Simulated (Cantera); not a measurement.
A closed system holds: 1 mol SiH₄, 6 mol NO, at 1073.15 K and 100000 Pa.

Equilibrium computed with Cantera from the NASA thermochemical tables; the gas is ideal and each condensed phase is pure. Candidate condensed phases: H₂O, Si, SiO₂, Si₂N₂O, Si₃N₄; 35 gas species. Rates play no part.

Base state: N₂ 0.500, H₂O 0.333, O₂ 0.167, NO 4.70e-5 (mole fractions); condensed: SiO₂(β-quartz).

### Question
What changes in the equilibrium state with this change: SiH₄ replaced by SiF₄?

### Answer
```tsv
species	before	after
N₂	0.500	0.429
O₂	0.167	0.429
SiF₄	0	0.143
H₂O	0.333	0
NO	4.70e-5	6.97e-5
SiO₂(β-quartz), mol	1.00	0
```
